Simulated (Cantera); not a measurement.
Cantera run:

```python
import numpy as np
import cantera as ct

gas_names = """
    CL CL2 H HCL H2 N NH NH2 NH3 N2 N2H2 N2H4 Si SiCL SiCL2 SiCL3 SiCL4 SiH SiHCL3 SiH2 SiH2CL2 SiH3
    SiH3CL SiH4 SiN Si2 Si2N Si3
""".split()
cond_names = """
    NH4CL(a) NH4CL(b) Si(cr) Si(L) Si3N4(a)
""".split()


# ... load() reads the species with a 1 bar reference pressure and builds the phases ...
atoms = {
    'SiCl4': {'Si': 1, 'CL': 4},
    'NH3': {'N': 1, 'H': 3},
    'H2': {'H': 2},
}
top_T = {'Si3N4(a)': 2400}  # K; cautious upper limits of use, not melting points


# ... equilibrate(T, P, feed) seeds the gas with the atoms and calls Mixture.equilibrate('TP', solver="vcs", rtol=1e-11, max_steps=5000) ...
results = []
feed = {'SiCl4': 1, 'NH3': 22, 'H2': 2.6}  # mol
T = 1823  # K
for P in [5, 36, 260, 1900, 14000, 100000]:
    mix = equilibrate(T, P, feed)
    results.append((T, P, feed, dict(zip(mix.species_names, mix.species_moles))))
    x = sorted(zip(gas.X, gas.species_names), reverse=True)
    print(f"T = {T:g} K  P = {P:g} Pa  gas = {mix.phase_moles(0):.4g} mol")
    print("   x: " + "  ".join(f"{s} {v:.3e}" for v, s in x if v > 0.001))
    print("   condensed (mol): " + ("  ".join(f"{mix.phase(i).name} {mix.phase_moles(i):.4g}"
          for i in range(1, mix.n_phases) if mix.phase_moles(i) > 1e-12) or "none"))
```

It prints:

```
T = 1823 K  P = 5 Pa  gas = 50.74 mol
   x: H2 6.435e-01  N2 2.168e-01  HCL 6.703e-02  H 4.915e-02  Si 1.525e-02  CL 3.906e-03  SiCL2 3.608e-03
   condensed (mol): none
T = 1823 K  P = 36 Pa  gas = 49.55 mol
   x: H2 6.800e-01  N2 2.220e-01  HCL 5.792e-02  H 1.883e-02  SiCL2 1.035e-02  Si 8.599e-03  CL 1.223e-03
   condensed (mol): none
T = 1823 K  P = 260 Pa  gas = 48.88 mol
   x: H2 6.972e-01  N2 2.250e-01  HCL 5.496e-02  SiCL2 1.298e-02  H 7.095e-03  Si 1.700e-03
   condensed (mol): Si(L) 0.2506
T = 1823 K  P = 1900 Pa  gas = 48.68 mol
   x: H2 7.022e-01  N2 2.259e-01  HCL 5.545e-02  SiCL2 1.311e-02  H 2.634e-03
   condensed (mol): Si(L) 0.3355
T = 1823 K  P = 14000 Pa  gas = 48.27 mol
   x: H2 7.053e-01  N2 2.205e-01  HCL 6.341e-02  SiCL2 9.472e-03
   condensed (mol): Si3N4(a) 0.1775
T = 1823 K  P = 100000 Pa  gas = 48.06 mol
   x: H2 7.029e-01  N2 2.176e-01  HCL 7.532e-02  SiCL2 3.648e-03
   condensed (mol): Si3N4(a) 0.2716
```

These are equilibrium values from Cantera (NASA tables, ideal gas, pure condensed phases), not measurements of a reactor. The tables' values for SiCl, SiCl3, SiN are old estimates; treat these amounts as uncertain. Gases not in the tables: Si2H6 and higher silanes.
